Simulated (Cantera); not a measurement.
Charge: 1 mol Ti, 75 mol H₂, at 13.3 mbar.

Equilibrium computed with Cantera from the NASA thermochemical tables; the gas is ideal and each condensed phase is pure. Candidate condensed phases: Ti; 3 gas species. Kinetics and transport are ignored.

Which condensed phases are stable at each of these points (T (K)): 1423, 1473, 1523, 1573, 1623, 1673, 1723, 1773, 1823, 1873, 1923, 1973, 2023?


```json
[
 {"T (K)": "1423", "condensed phases": "Ti(β)", "Ti condensed (%)": "100.0"},
 {"T (K)": "1473", "condensed phases": "Ti(β)", "Ti condensed (%)": "100.0"},
 {"T (K)": "1523", "condensed phases": "Ti(β)", "Ti condensed (%)": "100.0"},
 {"T (K)": "1573", "condensed phases": "Ti(β)", "Ti condensed (%)": "100.0"},
 {"T (K)": "1623", "condensed phases": "Ti(β)", "Ti condensed (%)": "100.0"},
 {"T (K)": "1673", "condensed phases": "Ti(β)", "Ti condensed (%)": "100.0"},
 {"T (K)": "1723", "condensed phases": "Ti(β)", "Ti condensed (%)": "99.9"},
 {"T (K)": "1773", "condensed phases": "Ti(β)", "Ti condensed (%)": "99.8"},
 {"T (K)": "1823", "condensed phases": "Ti(β)", "Ti condensed (%)": "99.6"},
 {"T (K)": "1873", "condensed phases": "Ti(β)", "Ti condensed (%)": "99.1"},
 {"T (K)": "1923", "condensed phases": "Ti(β)", "Ti condensed (%)": "98.1"},
 {"T (K)": "1973", "condensed phases": "Ti(l)", "Ti condensed (%)": "96.1"},
 {"T (K)": "2023", "condensed phases": "Ti(l)", "Ti condensed (%)": "92.4"}
]
```

From 1423 K to 1923 K the condensed part is Ti(β). From 1973 K to 2023 K the condensed part is Ti(l).
